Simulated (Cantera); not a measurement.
Charge: 1 mol SiCl4, 0.56 mol HCl, 0.3 mol H2, at 952 °C and 1 atm.

Equilibrium computed with Cantera from the NASA thermochemical tables; the gas is ideal and each condensed phase is pure. Candidate condensed phases: Si; 19 gas species. The tables' values for SiCl3 are old estimates; treat these amounts as uncertain. The numbers say what is thermodynamically allowed, not how fast it happens.

Base state: SiCl4 0.525, HCl 0.313, H2 0.151, SiHCl3 0.00791, SiCl3 0.00370, SiCl2 0.000206, SiH2Cl2 1.59e-5 (mole fractions); condensed: gas only.

Task: What changes in the equilibrium state with this change: HCl from 0.56 to 2.5 mol?

Result: 
| species | before | after |
|---|---|---|
| HCl | 0.313 | 0.659 |
| SiCl4 | 0.525 | 0.261 |
| H2 | 0.151 | 0.0776 |
| SiH2Cl2 | 1.59e-5 | 4.71e-7 |
| SiCl2 | 0.000206 | 1.19e-5 |
| SiHCl3 | 0.00791 | 0.000961 |
| SiCl3 | 0.00370 | 0.000627 |
